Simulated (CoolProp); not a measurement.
Vapour-liquid equilibrium of ethylene (1) + propane (2) at 0.251 MPa; x and y are mole fractions of (1).

Computed with CoolProp (multi-fluid Helmholtz-energy mixture model, Smukala 2000 and Lemmon 2009; pair parameters Bell 2016).

| x | bubble temperature, mixture model (K) | bubble temperature, Raoult's law (K) | y, mixture model | y, Raoult's law |
|---|---|---|---|---|
| 0.05 | 242.9 | 242.6 | 0.353 | 0.379 |
| 0.125 | 229.9 | 230.2 | 0.646 | 0.660 |
| 0.2 | 220.3 | 221.2 | 0.789 | 0.795 |
| 0.275 | 213.2 | 214.5 | 0.864 | 0.867 |
| 0.35 | 207.8 | 209.2 | 0.907 | 0.911 |
| 0.425 | 203.6 | 204.9 | 0.934 | 0.938 |
| 0.5 | 200.2 | 201.3 | 0.952 | 0.956 |
| 0.575 | 197.4 | 198.2 | 0.965 | 0.969 |
| 0.65 | 195.0 | 195.6 | 0.974 | 0.979 |
| 0.725 | 192.9 | 193.2 | 0.982 | 0.986 |
| 0.8 | 191.0 | 191.1 | 0.988 | 0.991 |
| 0.875 | 189.2 | 189.3 | 0.993 | 0.995 |
| 0.95 | 187.6 | 187.6 | 0.997 | 0.998 |

The largest gap from Raoult's law is -1.4 K in bubble temperature, at x = 0.35. No azeotrope shows between x = 0.05 and 0.95.

Pair parameters are fitted to limited data, so mixtures are less certain than the pure fluids. The gap from Raoult's law changes sign with composition, which may be real or a fault of the pair parameters; it wasn't checked against measurements.
